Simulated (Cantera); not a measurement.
# Low-pressure radical oxidation in H2/O2

An isothermal, constant-pressure homogeneous reactor starts with H2 : O2 = 0.26 : 1 (molar parts), equivalence ratio 0.13, at 975 K and 180 Pa.

Model: the H2/O2 subset of GRI-Mech 3.0, which has no nitrogen chemistry, integrated in Cantera. Radical loss at walls, strong at low pressure, is not modelled. The temperature is held fixed by assumption; the heat of reaction is taken as removed at once.

```csv
t (s),x H2,x O2,x H,x HO2,x H2O2
1.00e-5,0.206,0.794,1.06e-12,1.06e-12,<1e-12
3.63e-5,0.206,0.794,3.82e-12,3.86e-12,<1e-12
0.000132,0.206,0.794,1.36e-11,1.40e-11,<1e-12
0.000479,0.206,0.794,4.84e-11,5.10e-11,<1e-12
0.00174,0.206,0.794,2.30e-10,1.85e-10,<1e-12
0.00632,0.206,0.794,6.23e-9,6.89e-10,<1e-12
0.0230,0.206,0.793,0.000364,5.96e-7,2.78e-10
0.0835,0.00733,0.703,0.0758,2.09e-6,2.25e-8
0.303,0.00400,0.741,0.0255,2.39e-6,3.71e-8
1.10,0.000431,0.767,0.000797,1.73e-6,5.83e-8
4.00,1.97e-5,0.770,7.81e-6,3.57e-7,3.17e-8
```
x: mole fraction; the columns are a selection and need not sum to one.

Equilibrium at this temperature and pressure: H2 2.53e-10, O2 0.770, H <1e-12, HO2 5.11e-10, H2O2 1.74e-11 (gas phase only).
